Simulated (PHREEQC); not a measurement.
Dissolve 0.12 mol/kgw TMAH, 0.0037 mol/kgw K2SiO3 and 0.0029 mol/kgw K2CO3 at 25 °C. Closed to the air; pH follows from the charge balance.

Computed with PHREEQC (ion-association model, wateq4f.dat).

Each row changes one thing in this solution. No solid was allowed to form.

```
case                                      pH  ionic strength (mol/kgw)  H2SiO4-2 (mol/kgw)  H3SiO4- (mol/kgw)  HCO3- (mol/kgw)  H4SiO4 (mol/kgw)  SI of Quartz (SiO2)
-------------------------------------  -----  ------------------------  ------------------  -----------------  ---------------  ----------------  -------------------
as made                                12.95                     0.138             0.00210            0.00160          3.12e-6           8.75e-7                -2.06
0.0017 mol/kgw NaCl added              12.95                (withheld)             0.00210            0.00160          3.08e-6           8.74e-7                -2.06
diluted 2-fold with water              12.68                (withheld)            0.000698            0.00115          3.40e-6           1.26e-6           (withheld)
TMAH from 0.12 to 0.24 mol/kgw         13.22                     0.259             0.00272           0.000978          1.45e-6           2.62e-7                -2.57
temperature from 25 to 50 °C           12.22                     0.138             0.00187            0.00183          1.13e-5           2.51e-6           (withheld)
K2SiO3 from 0.0037 to 0.00074 mol/kgw  12.95                (withheld)            0.000416           0.000324          3.18e-6           1.79e-7                -2.75
```

Question: Fill in the missing entries.

Answer: 
- 0.0017 mol/kgw NaCl added, ionic strength (mol/kgw): 0.140
- diluted 2-fold with water, ionic strength (mol/kgw): 0.0687
- diluted 2-fold with water, SI of Quartz (SiO2): -1.91
- temperature from 25 to 50 °C, SI of Quartz (SiO2): -1.94
- K2SiO3 from 0.0037 to 0.00074 mol/kgw, ionic strength (mol/kgw): 0.131

(CH3)4N+ isn't in the database: it is added as a free cation with an ion size of 4 Å. At this temperature some constants are extrapolated from 25 °C, and those without enthalpy data are left unchanged.
